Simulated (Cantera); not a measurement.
Cantera run:

```python
import numpy as np
import cantera as ct

gas_names = """
    H HO2 H2 H2O H2O2 H2S H2SO4 Mg MgH MgO MgOH MgO2H2 MgS Mg2 O OH O2 O3 S SH SO SO2 SO3 S2 S2O S8
""".split()
cond_names = """
    H2O(s) H2O(L) H2SO4(L) Mg(cr) Mg(L) MgO(s) MgO(L) MgO2H2(s) MgS(s) MgSO4(s) MgSO4(L) S(cr1) S(cr2)
    S(L)
""".split()


def load(file, names, dense=False):
    # The tables refer to 1 bar. Condensed volumes are neglected.
    table = {s.name: s for s in ct.Species.list_from_file(file)}
    out = []
    for n in names:
        d = dict(table[n].input_data)
        d["thermo"] = dict(d["thermo"], **{"reference-pressure": 1e5})
        if dense:
            d["equation-of-state"] = {"model": "constant-volume", "density": "1e6 g/cm^3"}
        out.append(ct.Species.from_dict(d))
    return out


gas = ct.Solution(thermo="ideal-gas", species=load("nasa_gas.yaml", gas_names))
cond = {s.name: ct.Solution(thermo="fixed-stoichiometry", species=[s], name=s.name)
        for s in load("nasa_condensed.yaml", cond_names, dense=True)}
atoms = {
    'MgSO4': {'Mg': 1, 'S': 1, 'O': 4},
    'H2': {'H': 2},
}
top_T = {'MgS(s)': 2250}  # K; cautious upper limits of use, not melting points


def equilibrate(T, P, feed):
    n = {}
    for name, mol in feed.items():
        for a, k in atoms[name].items():
            n[a] = n.get(a, 0.0) + k * mol
    gas.TPX = T, P, n
    mass = sum(n.values()) * gas.mean_molecular_weight
    gas.equilibrate("TP")
    valid = [c for c in cond.values() if c.min_temp <= T <= top_T.get(c.name, c.max_temp)]
    mix = ct.Mixture([(gas, mass / gas.mean_molecular_weight)] + [(c, 0.0) for c in valid])
    mix.T, mix.P = T, P
    mix.equilibrate("TP", solver="vcs", rtol=1e-11, max_steps=5000)
    return mix


results = []
feed = {'MgSO4': 1, 'H2': 0.032}  # mol
P = 80000  # Pa
for T in [825, 875, 925, 975, 1025, 1075, 1125, 1175, 1225, 1275, 1325, 1375]:
    mix = equilibrate(T, P, feed)
    results.append((T, P, feed, dict(zip(mix.species_names, mix.species_moles))))

top = {s: max(r[3][s] / sum(r[3][g] for g in gas_names) for r in results) for s in gas_names}
cols = sorted((s for s in top if top[s] > 1e-06), key=lambda s: -top[s])[:5]
seen = [c for c in cond_names if any(r[3].get(c, 0) > 1e-12 for r in results)]
print("log10 of partial pressures in bar; condensed amounts in mol")
print(f"{'T/K':>10s}" + "".join(f"{s[:9]:>10s}" for s in cols + seen))
for T, P, feed, n in results:
    ng = sum(n[g] for g in gas_names)
    print(f"{T:10.4g}" + "".join(f"{np.log10(max(n[s] / ng * P / 1e5, 1e-99)):10.3f}" for s in cols)
          + "".join(f"{n.get(c, 0):10.4g}" for c in seen))
```

It prints:

```
log10 of partial pressures in bar; condensed amounts in mol
       T/K       SO2       H2O        O2       SO3       H2S    MgO(s)  MgSO4(s)
       825    -0.474    -0.358   -18.520    -8.391    -1.807   0.02609    0.9739
       875    -0.399    -0.398   -15.927    -7.375    -3.781   0.03194    0.9681
       925    -0.398    -0.398   -13.490    -6.472    -5.760     0.032     0.968
       975    -0.398    -0.398   -11.309    -5.665    -7.527     0.032     0.968
      1025    -0.398    -0.398    -9.348    -4.939    -9.110     0.032     0.968
      1075    -0.398    -0.398    -7.576    -4.285   -10.535     0.032     0.968
      1125    -0.398    -0.398    -5.969    -3.691   -11.823   0.03202     0.968
      1175    -0.398    -0.398    -4.504    -3.151   -12.993   0.03206    0.9679
      1225    -0.399    -0.400    -3.165    -2.657   -14.060   0.03229    0.9677
      1275    -0.395    -0.420    -1.945    -2.205   -15.037   0.03444    0.9656
      1325    -0.345    -0.676    -0.918    -1.790   -15.979   0.07116    0.9288
      1375    -0.288    -1.767    -0.604    -1.715   -16.738         1         0
```

These are equilibrium values from Cantera (NASA tables, ideal gas, pure condensed phases), not measurements of a reactor. Mutual solubility and eutectic melting of coexisting phases are not modelled. Gases not in the tables: S3 to S7.
